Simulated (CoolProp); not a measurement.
A Linde-Hampson liquefier for ethane: isothermal reversible compression at 320 K from 1 atm to 10 MPa, throttling to 1 atm, return gas leaving the recuperator 2 K below the feed. Each further row changes one setting.

The numbers come from the reference Helmholtz-energy equation of state, Bücker 2006 in CoolProp.

```json
[
 {"case": "as stated", "liquid yield per pass": "…", "compression work (kJ/kg of gas)": "338"},
 {"case": "high pressure 20 MPa", "liquid yield per pass": "…", "compression work (kJ/kg of gas)": "366"},
 {"case": "warm-end temperature 350 K", "liquid yield per pass": "0.285", "compression work (kJ/kg of gas)": "…"},
 {"case": "warm-end gap 7 K", "liquid yield per pass": "0.423", "compression work (kJ/kg of gas)": "338"}
]
```

Problem. What belongs in the gaps?

Solution. 
- as stated, liquid yield per pass: 0.430
- high pressure 20 MPa, liquid yield per pass: 0.462
- warm-end temperature 350 K, compression work (kJ/kg of gas): 395
